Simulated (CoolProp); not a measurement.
Vapour-liquid equilibrium of ethanol (1) + p-xylene (2) at 123.15 °C; x and y are mole fractions of (1).

Computed with CoolProp (multi-fluid Helmholtz-energy mixture model, Schroeder 2014 and Zhou 2012; pair parameters Bell 2016).

**Question.** Give the bubble pressure and the first vapour's composition at x = 0.35, 0.55, 0.95. Is there an azeotrope?

**Answer.** x = 0.35: 333.2 kPa, y = 0.822; x = 0.55: 366.7 kPa, y = 0.852; x = 0.95: 456.1 kPa, y = 0.977. No azeotrope shows between x = 0.05 and 0.95.

Pair parameters are fitted to limited data, so mixtures are less certain than the pure fluids. With so large a gap from Raoult's law the liquid may split in two, which this calculation doesn't test in full.
